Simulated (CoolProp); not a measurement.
Vapour-liquid equilibrium of propane (1) + R152A (2) at 208.6 K; x and y are mole fractions of (1).

Values from CoolProp's multi-fluid Helmholtz-energy mixture model, Lemmon 2009 and Outcalt 1996; pair parameters Bell 2016.

| x | bubble pressure (MPa) | y at the bubble point | dew pressure at overall composition x (MPa) | liquid density (mol/L) |
|---|---|---|---|---|
| 0.05 | 0.01985 | 0.461 | 0.01171 | 16.32 |
| 0.125 | 0.02822 | 0.641 | 0.01266 | 16.02 |
| 0.2 | 0.03286 | 0.705 | … | 15.73 |
| 0.275 | 0.03527 | 0.733 | 0.01511 | 15.46 |
| 0.35 | 0.03638 | … | 0.01673 | 15.21 |
| 0.425 | 0.03681 | 0.753 | 0.01872 | 14.98 |
| 0.5 | … | 0.755 | 0.02123 | 14.76 |
| 0.575 | 0.03700 | 0.756 | 0.02449 | 14.56 |
| 0.65 | 0.03707 | 0.759 | 0.02882 | 14.37 |
| 0.725 | … | 0.766 | 0.03456 | 14.21 |
| 0.8 | 0.03721 | 0.784 | 0.03710 | 14.06 |
| 0.875 | 0.03685 | 0.821 | … | 13.93 |
| 0.95 | 0.03546 | 0.900 | 0.03441 | 13.81 |

### Question
Fill in the missing entries.

### Answer

- 0.2, dew pressure at overall composition x (MPa): 0.01378
- 0.35, y at the bubble point: 0.747
- 0.5, bubble pressure (MPa): 0.03695
- 0.725, bubble pressure (MPa): 0.03718
- 0.875, dew pressure at overall composition x (MPa): 0.03595

y crosses x between x = 0.725 and 0.8: the model has an azeotrope there.

The pair parameters rest on a limited set of measurements; away from them the model extrapolates. With so large a gap from Raoult's law the liquid may split in two, which this calculation doesn't test in full.
